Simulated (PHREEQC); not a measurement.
H2SO4 is added in steps, without added water, to 1 kg of water holding 0.97 mmol/kgw LiOH and 0.12 mmol/kgw NaAlO2, at 60 °C. Oxygen is held at 0.21 atm. CO2 from the air is kept out. The run lets Al(OH)3(a), Basaluminite, Mirabilite precipitate or redissolve, and no other solid.

Base run: PHREEQC, ion-association model, wateq4f.dat. Each further column changes one thing. The table gives pH.

```csv
H2SO4 added (mol),base,temperature from 60 to 20 °C,0.0018 mol/kgw HBr added,no solid may form
0,10.00,11.14,3.45,10.00
0.0005,6.63,8.43,2.92,6.22
0.001,3.34,3.31,2.71,3.34
0.0015,2.92,2.87,2.57,2.92
0.002,2.72,2.67,2.47,2.72
0.0025,2.59,2.53,2.40,2.59
0.003,2.49,2.44,2.33,2.49
```

Away from 25 °C the constants follow the database's enthalpies or fits; those with neither stay at their 25 °C values.  In at least one series the solution becomes supersaturated in solids that the run did not let form, among them Al(OH)3(a).
